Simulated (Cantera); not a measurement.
Input: 1 mol B2H6, 7.7 mol N2, held at 12.0 Torr.

Equilibrium computed with Cantera from the NASA thermochemical tables; the gas is ideal and each condensed phase is pure. Candidate condensed phases: B, BN; 15 gas species. The feed counts by its element totals alone. The tables' values for BH2 are old estimates; treat these amounts as uncertain. Equilibrium is a limit: real reactors are often held back by kinetics, nucleation or transport.

log p: log10 of the partial pressure in bar; n: condensed amount in mol.

```csv
T (°C),log p N2,log p H2,log p H,log p B,n BN(s),n B(l)
1727,-1.96,-2.31,-3.94,-7.86,2.00,0
1777,-1.96,-2.31,-3.80,-7.35,2.00,0
1827,-1.96,-2.32,-3.67,-6.86,2.00,0
1877,-1.96,-2.32,-3.54,-6.40,2.00,0
1927,-1.96,-2.33,…,…,2.00,0
1977,-1.96,-2.34,-3.30,-5.54,2.00,0
2027,-1.97,-2.35,-3.19,-5.13,1.99,0
2077,-1.97,-2.36,…,…,1.98,0
2127,-1.95,-2.42,-3.01,-4.50,0,1.97
```

Task: What belongs in the gaps?

Result: 
- 1927, log p H: -3.41
- 1927, log p B: -5.96
- 2077, log p H: -3.08
- 2077, log p B: -4.74
